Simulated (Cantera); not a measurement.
Input (Python, Cantera) and output of one run.

```python
import numpy as np
import cantera as ct

gas_names = """
    C CO CO2 C2 C2O C3 C3O2 C4 C5 Fe FeC5O5 FeO O O2 O3
""".split()
cond_names = """
    C(gr) Fe(a) Fe(c) Fe(d) Fe(L) FeC5O5(L) FeO(s) FeO(L) Fe2O3(s) Fe3O4(s)
""".split()


# ... load() reads the species with a 1 bar reference pressure and builds the phases ...
atoms = {
    'Fe': {'Fe': 1},
    'O2': {'O': 2},
    'CO': {'C': 1, 'O': 1},
}
top_T = {'C(gr)': 4500, 'Fe2O3(s)': 1830, 'Fe3O4(s)': 1870}  # K; cautious upper limits of use, not melting points


# ... equilibrate(T, P, feed) seeds the gas with the atoms and calls Mixture.equilibrate('TP', solver="vcs", rtol=1e-11, max_steps=5000) ...
results = []
T = 1300  # K
P = 170  # Pa
for m in [3.3, 4.8, 7, 10, 15, 22, 32, 46]:
    feed = {'Fe': 1, 'O2': 1.1, 'CO': m}  # mol
    mix = equilibrate(T, P, feed)
    results.append((T, P, feed, dict(zip(mix.species_names, mix.species_moles))))

top = {s: max(r[3][s] / sum(r[3][g] for g in gas_names) for r in results) for s in gas_names}
cols = sorted((s for s in top if top[s] > 1e-05), key=lambda s: -top[s])[:6]
seen = [c for c in cond_names if any(r[3].get(c, 0) > 1e-12 for r in results)]
print("log10 of partial pressures in bar; condensed amounts in mol")
print(f"{'n(CO)':>10s}" + "".join(f"{s[:9]:>10s}" for s in cols + seen))
for T, P, feed, n in results:
    ng = sum(n[g] for g in gas_names)
    print(f"{feed['CO']:10.4g}" + "".join(f"{np.log10(max(n[s] / ng * P / 1e5, 1e-99)):10.3f}" for s in cols)
          + "".join(f"{n.get(c, 0):10.4g}" for c in seen))
```

Output:

```
log10 of partial pressures in bar; condensed amounts in mol
     n(CO)        CO       CO2     Fe(c)    FeO(s)
       3.3    -2.966    -3.209         0         1
       4.8    -2.894    -3.372         0         1
         7    -2.851    -3.535         0         1
        10    -2.844    -3.574    0.3679    0.6321
        15    -2.838    -3.603         1         0
        22    -2.815    -3.770         1         0
        32    -2.800    -3.932         1         0
        46    -2.791    -4.090         1         0
```

Method: chemical equilibrium by Gibbs-energy minimisation in Cantera with the NASA 1993 tables (ideal gas, pure condensed phases). Mutual solubility and eutectic melting of coexisting phases are not modelled. The tables' stoichiometric FeO is somewhat more stable than real wüstite, so its field is too wide. FeO: taken at fixed stoichiometry.
